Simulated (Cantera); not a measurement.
Mixture: H2 : O2 : N2 : H2O = 1 : 0.263 : 1.63 : 0.089 (molar parts), equivalence ratio 1.9, at 15000 Torr, adiabatic and at constant volume. Ignition delay is the time to a rise of 400 K.

Model: GRI-Mech 3.0 (53 species, 325 reactions), integrated in Cantera. The hydrogen kinetics of GRI-Mech 3.0 are dated; newer H2 mechanisms differ, most at raised pressure. The pressure lies above the range GRI-Mech 3.0 was tuned for (to about 10 atm).

Task: Predict: delay at 1148 K; delay at 1298 K; delay at 1448 K; delay at 1598 K; apparent activation energy between 1523 and 1673 K.

Result: 
| Quantity | Result |
|---|---|
| delay at 1148 K | 0.319 ms |
| delay at 1298 K | 24.0 µs |
| delay at 1448 K | 2.17 µs |
| delay at 1598 K | 0.839 µs |
| apparent activation energy between 1523 and 1673 K | 93 kJ/mol |
